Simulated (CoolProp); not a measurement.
2000 sccm (0 °C, 1 atm) of nitrogen bubbles through liquid m-xylene at 359.5 K and leaves saturated at a total pressure of 0.15 MPa (ideal gas phase). Each further row changes one setting.

Model: reference Helmholtz-energy equation of state, Zhou 2012, in CoolProp.

```
case                      vapour pressure (kPa)  mole fraction of vapour  delivery (mg/min)  delivery (sccm)  change of delivery for a bath 1 K warmer (%)
------------------------  ---------------------  -----------------------  -----------------  ---------------  --------------------------------------------
as stated                                  19.2                        ?                  ?                ?                                           4.3
bath temperature 364.5 K                      ?                    0.154                  ?              363                                           4.3
total pressure 0.3 MPa                     19.2                        ?                  ?              137                                           4.0
```

**Question.** Complete the blanks.

**Answer.** 
- as stated, mole fraction of vapour: 0.128
- as stated, delivery (mg/min): 1390
- as stated, delivery (sccm): 294
- bath temperature 364.5 K, vapour pressure (kPa): 23.1
- bath temperature 364.5 K, delivery (mg/min): 1720
- total pressure 0.3 MPa, mole fraction of vapour: 0.0641
- total pressure 0.3 MPa, delivery (mg/min): 648
